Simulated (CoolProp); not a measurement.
n-hexane at 516.11 K and 3.73 MPa flows at 0.93 m/s in a round tube of 4.6 mm bore and 45 µm roughness, fully developed (64/Re and Nu = 3.66 if laminar; Colebrook and Gnielinski if turbulent). Each further row changes one setting.

Model: reference Helmholtz-energy equation of state, Thol 2019, in CoolProp.

| case | Reynolds number | Darcy friction factor | pressure drop (Pa/m) | heat-transfer coefficient (W/(m² K)) | mass flow (kg/h) |
|---|---|---|---|---|---|
| as stated | 35200 | 0.0393 | [?] | [?] | 17.6 |
| velocity 1.86 m/s | 70500 | [?] | 4580 | [?] | 35.2 |
| diameter 9.2 mm | 70500 | [?] | 468 | 3650 | [?] |

Question: Complete the blanks.

Answer: 
- as stated, pressure drop (Pa/m): 1170
- as stated, heat-transfer coefficient (W/(m² K)): 4250
- velocity 1.86 m/s, Darcy friction factor: 0.0385
- velocity 1.86 m/s, heat-transfer coefficient (W/(m² K)): 8500
- diameter 9.2 mm, Darcy friction factor: 0.0315
- diameter 9.2 mm, mass flow (kg/h): 70.4

Viscosity comes from a separate model (Michailidou 2013). Thermal conductivity comes from a separate model (Assael 2013).
